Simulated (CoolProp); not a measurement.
A Linde-Hampson liquefier for methane: isothermal reversible compression at 300 K from 1 atm to 20 MPa, throttling to 1 atm, return gas leaving the recuperator 5 K below the feed. Each further row changes one setting.

The numbers come from the reference Helmholtz-energy equation of state, Setzmann 1991 in CoolProp.

```tsv
case	liquid yield per pass	compression work (kJ/kg of gas)
as stated	0.185	779
high pressure 40 MPa	[?]	[?]
warm-end temperature 330 K	[?]	873
warm-end gap 10 K	0.175	779
```

**Question.** Some entries are withheld; supply them.

**Answer.** 
- high pressure 40 MPa, liquid yield per pass: 0.239
- high pressure 40 MPa, compression work (kJ/kg of gas): 877
- warm-end temperature 330 K, liquid yield per pass: 0.137
